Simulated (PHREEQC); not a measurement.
HCl is added in steps, without added water, to 1 kg of water holding 1.1 mmol/kgw Cu(BF4)2, 0.11 mmol/kgw HNO3 and 0.21 mmol/kgw NaCl, at 65 °C. Oxygen alone is held at its pressure in air (log pO2 = -0.68). CO2 from the air is kept out. No solid was allowed to form.

Base run: PHREEQC, ion-association model, wateq4f.dat. Each further column changes one thing. The table gives F- (mol/kgw).

| HCl added (mol) | base | all activity coefficients set to 1 | database phreeqc.dat | Davies equation for every ion | Debye-Hückel limiting law |
|---|---|---|---|---|---|
| 0 | 0.00189 | (withheld) | 0.00189 | 0.00189 | 0.00190 |
| 0.00055 | 0.00157 | 0.00149 | 0.00157 | 0.00157 | 0.00158 |
| 0.001375 | 0.00120 | 0.00112 | 0.00120 | 0.00120 | 0.00121 |
| 0.001925 | 0.00101 | 0.000932 | 0.00101 | 0.00102 | 0.00103 |
| 0.002475 | 0.000868 | (withheld) | 0.000869 | 0.000873 | 0.000881 |
| 0.003025 | 0.000756 | 0.000681 | 0.000757 | 0.000760 | 0.000769 |
| 0.00385 | 0.000630 | 0.000559 | 0.000631 | 0.000634 | 0.000642 |
| 0.0044 | 0.000566 | (withheld) | 0.000567 | 0.000570 | 0.000578 |

**Question.** What belongs in the gaps?

**Answer.** 
- 0, all activity coefficients set to 1: 0.00182
- 0.002475, all activity coefficients set to 1: 0.000790
- 0.0044, all activity coefficients set to 1: 0.000498

Away from 25 °C the constants follow the database's enthalpies or fits; those with neither stay at their 25 °C values. Real BF4- forms and hydrolyses slowly; the run takes it at equilibrium. phreeqc.dat and wateq4f.dat share most of their constants, so their agreement is no independent check.
